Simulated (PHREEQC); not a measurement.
Hard or scaling water (model solution)

A solution holds 0.0097 mol CaCl2, 3.7e-05 mol NaHCO3 and 1.4e-06 mol H4SiO4 per kg of water, at 80 °C. Closed to the air; pH follows from the charge balance.

Equilibrium calculation in PHREEQC: ion-association model, phreeqc.dat.

This is a speciation only: nothing precipitates in the calculation.

### Question
Predict the pH.

### Answer
pH 7.07.

### Question
In which forms is C present?

### Answer
HCO3- 78 %, CO2 12 %, CaHCO3+ 7.2 %, CaCO3 2.4 % of the C.

Species that the database lacks are ignored. Away from 25 °C the constants follow the database's enthalpies or fits; those with neither stay at their 25 °C values.
